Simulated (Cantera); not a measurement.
Input: 1 mol toluene, 1.5 mol H2, 0.29 mol N2, equilibrated at 14.0 bar.

These are equilibrium values from Cantera (NASA tables, ideal gas, pure condensed phases), not measurements of a reactor. Candidate condensed phases: C, C6H6, C7H8, C8H18; 92 gas species. Equilibrium is a limit: real reactors are often held back by kinetics, nucleation or transport. All values below are at 2425 K.

Base state: H2 0.929, N2 0.0436, HCN 0.0117, C2H2 (acetylene) 0.00725, H 0.00461, CH4 0.00206, HNC 0.00126, CH3 0.000187 (mole fractions); condensed: C(graphite).

Q: What changes in the equilibrium state with this change: N2 from 0.29 to 24 mol?

A: 
```
species             before    after
----------------  --------  -------
N2                  0.0436    0.801
H2                   0.929    0.172
HCN                 0.0117   0.0216
C2H4               9.02e-5  3.08e-6
CH4                0.00206  7.03e-5
C2N2               2.13e-6  3.91e-5
CH3               0.000187  1.48e-5
C4H2               2.33e-5  4.31e-6
C(graphite), mol      6.83     6.21
```

Q: What changes in the equilibrium state with this change: 0.091 mol H2S added?

A: 
```json
[
 {"species": "H2", "before": "0.929", "after": "0.916"},
 {"species": "N2", "before": "0.0436", "after": "0.0427"},
 {"species": "HCN", "before": "0.0117", "after": "0.0115"},
 {"species": "H2S", "before": "0", "after": "0.00920"},
 {"species": "CS", "before": "0", "after": "0.00303"},
 {"species": "SH", "before": "0", "after": "0.00175"},
 {"species": "CS2", "before": "0", "after": "0.000519"},
 {"species": "S2", "before": "0", "after": "0.000139"},
 {"species": "S", "before": "0", "after": "9.99e-5"},
 {"species": "C(graphite), mol", "before": "6.83", "after": "6.80"}
]
```
Further candidate phases: S.
